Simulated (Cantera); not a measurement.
What does this Cantera script print?

```python
import numpy as np
import cantera as ct

gas_names = """
    C CO COS CO2 CS CS2 C2 C2O C3 C3O2 C4 C5 O O2 O3 S SO SO2 SO3 S2 S2O S8
""".split()
cond_names = """
    C(gr) S(cr1) S(cr2) S(L)
""".split()


# ... load() reads the species with a 1 bar reference pressure and builds the phases ...
atoms = {
    'CS2': {'C': 1, 'S': 2},
    'O2': {'O': 2},
}
top_T = {'C(gr)': 4500}  # K; cautious upper limits of use, not melting points


# ... equilibrate(T, P, feed) seeds the gas with the atoms and calls Mixture.equilibrate('TP', solver="vcs", rtol=1e-11, max_steps=5000) ...
results = []
T = 1350  # K
P = 2600  # Pa
for m in [0.038, 0.068, 0.12, 0.22, 0.39, 0.69, 1.2]:
    feed = {'CS2': 1, 'O2': m}  # mol
    mix = equilibrate(T, P, feed)
    results.append((T, P, feed, dict(zip(mix.species_names, mix.species_moles))))

top = {s: max(r[3][s] / sum(r[3][g] for g in gas_names) for r in results) for s in gas_names}
cols = sorted((s for s in top if top[s] > 0.0001), key=lambda s: -top[s])[:5]
seen = [c for c in cond_names if any(r[3].get(c, 0) > 1e-12 for r in results)]
print("log10 of partial pressures in bar; condensed amounts in mol")
print(f"{'n(O2)':>10s}" + "".join(f"{s[:9]:>10s}" for s in cols + seen))
for T, P, feed, n in results:
    ng = sum(n[g] for g in gas_names)
    print(f"{feed['O2']:10.4g}" + "".join(f"{np.log10(max(n[s] / ng * P / 1e5, 1e-99)):10.3f}" for s in cols)
          + "".join(f"{n.get(c, 0):10.4g}" for c in seen))
```

Output:

```
log10 of partial pressures in bar; condensed amounts in mol
     n(O2)       CS2        S2        CO       CO2       SO2     C(gr)
     0.038    -1.687    -2.442    -2.743    -8.021   -14.395   0.07376
     0.068    -1.711    -2.466    -2.513    -7.562   -13.948   0.01412
      0.12    -1.797    -2.301    -2.306    -6.896   -12.949         0
      0.22    -1.994    -2.103    -2.109    -6.107   -11.667         0
      0.39    -2.490    -1.947    -1.953    -5.144    -9.974         0
      0.69    -5.536    -1.891    -2.094    -2.324    -4.025         0
       1.2    -6.968    -1.994    -2.606    -2.020    -2.442         0
```

Equilibrium computed with Cantera from the NASA thermochemical tables; the gas is ideal and each condensed phase is pure.
